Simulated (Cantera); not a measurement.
Charge: 1 mol V2O3, 40 mol H2, 0.11 mol H2O, equilibrated at 1400 Pa.

Method: chemical equilibrium by Gibbs-energy minimisation in Cantera with the NASA 1993 tables (ideal gas, pure condensed phases). Candidate condensed phases: H2O, V, VO, V2O3, V2O4, V2O5; 12 gas species. VO: taken at fixed stoichiometry. Equilibrium is a limit: real reactors are often held back by kinetics, nucleation or transport.

Problem. At 2248 K, list the 4 most abundant gas species with their mole fractions, and the condensed phases.

Solution. H2 0.911, H 0.0593, H2O 0.0190, VO2 0.00755. Condensed: VO(l).
